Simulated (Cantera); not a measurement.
# Thermodynamics of hydrogen reduction and annealing atmospheres, feed FeS₂ + H₂ + H₂O

Feed: 1 mol FeS₂, 0.83 mol H₂, 0.087 mol H₂O, at 1425 K and 1.10 bar.

Cantera equilibrium calculation (NASA polynomials, part measured and part estimated; ideal gas, pure solids and liquids). Candidate condensed phases: Fe, FeO, Fe(OH)₂, Fe(OH)₃, FeS, FeSO₄, FeS₂, Fe₂O₃, Fe₂(SO₄)₃, Fe₃O₄, H₂O, H₂SO₄, S; 22 gas species. FeS: taken at fixed stoichiometry. Rates play no part.

The x(H₂S) comes out as 0.520 and the x(H₂) is 0.217. The x(S₂) is 0.183, the x(H₂O) comes out as 0.0771 and the x(SH) is 0.00236. The x(S₂O) is 0.000114 and the x(SO₂) comes out as 6.13e-5. The x(SO) is 2.58e-5, the x(S) comes out as 6.65e-6 and the n(FeS(s)) is 1.00 mol. The gas amount comes out as 1.125 mol and the log10 activity of S(l) (absent) is -1.47. The log10 activity of Fe(γ) (absent) comes out as -2.30 and the log10 activity of Fe(OH)₂(s) (absent) comes out as -8.90.
